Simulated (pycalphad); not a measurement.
Source of the numbers: pycalphad with the COST 507 light-alloy database (1999); pressure 1 atm. The database dates from 1999; later assessments differ in places, in temperatures and in the compounds included. Amounts are mole fractions of atoms.

**Question.** Give the equilibrium state of Al-16.36Si-0.25Fe (at.%) at 725 K.

**Answer.** fcc, fraction 0.826, with 0.47 Si, <0.01 Fe at.%; diamond (Si), fraction 0.157, with >99.99 Si, no Fe at.%; ALFESI_BETA, fraction 0.017, with 15.0 Si, 15.0 Fe at.%.

**Question.** Give the equilibrium state of Al-16.36Si-0.25Fe (at.%) at 875 K.

**Answer.** 
```
T = 875.00 K, P = 101325 Pa, N = 1 mol of atoms
G = -33616 J/mol, H = 29867 J/mol, S = 72.55 J/(mol K)  (SER reference)
chemical potentials (J/mol): Al -35023, Si -24679, Fe -148855
phase             fraction      x(Al)      x(Si)      x(Fe)
LIQUID              0.9691     0.8604     0.1370     0.0026
DIAMOND_A4          0.0309   1.32e-06     1.0000       none
```

Database names, with the compositions (at.%) that they take in these runs: ALFESI_BETA: Al 70 Si 15 Fe 15. DIAMOND_A4 is diamond (Si). An entry "none" or "no" means that the model of the phase leaves that element out.
